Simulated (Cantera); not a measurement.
An adiabatic, constant-volume homogeneous reactor starts with 48.7 % H2, 7.79 % O2, 43.6 % N2, equivalence ratio 3.1, at 1675 K and 10.0 bar.

Cantera simulation using the H2/O2 subset of GRI-Mech 3.0, which has no nitrogen chemistry; the numbers are that mechanism's predictions, not measurements. The hydrogen kinetics of GRI-Mech 3.0 are dated; newer H2 mechanisms differ, most at raised pressure.

One state of this run: T (K) = 2786; P (bar) = 15.6; x H2 = 0.341; x O2 = 4.03e-5; x O = 0.000197; x HO2 = 2.51e-7; x H2O2 = 8.72e-8. x: mole fraction; the columns are a selection and need not sum to one.

Task: Which value of t (s) does it belong to?
(A) 0.0744
(B) 4.21e-5
(C) 0.900
(D) 3.48e-6

Result: D, 3.48e-6
